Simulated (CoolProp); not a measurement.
Vapour-liquid equilibrium of R125 (1) + cyclopropane (2) at 36.15 °C; x and y are mole fractions of (1).

The numbers come from the multi-fluid Helmholtz-energy mixture model, Lemmon 2005 and Polt 1992; pair parameters Bell 2016 in CoolProp. This equation is an older, rougher fit; its heat capacities, sound speeds and derivatives of the liquid may be far off and weren't checked against measurements.

Task: Give the bubble pressure and the first vapour's composition at x = 0.05, 0.65, 0.85. Is there an azeotrope?

Result: x = 0.05: 1.141 MPa, y = 0.166; x = 0.65: 1.860 MPa, y = 0.691; x = 0.85: 1.886 MPa, y = 0.843. y crosses x between x = 0.75 and 0.85: the model has an azeotrope there.

The pair parameters rest on a limited set of measurements; away from them the model extrapolates.
